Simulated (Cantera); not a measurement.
A diamond (100) surface in a fixed gas of H2 with x(CH4) = 0.018, x(H) = 0.00036, x(CH3) = 0.00033, 0.0257 atm; coverages are run to steady state.

Cantera simulation using the Harris–Goodwin 1993 mechanism for the reconstructed diamond (100) surface; the numbers are that mechanism's predictions, not measurements.

One state of this run: growth (µm/h) = 0.339; θ c6HH = 0.497; θ c6H* = 0.0365; θ c6*H = 0.446; θ c6** = 0.0139; θ c6HM = 0.00133. θ: site fractions in the mechanism's names (c6HH fully hydrogenated, c6H* and c6*H radical sites, c6** diradical, c6HM methylated).

Q: Which value of T (K) does it belong to?
A) 1225
B) 1150
C) 1075
D) 1300

A: A, 1225
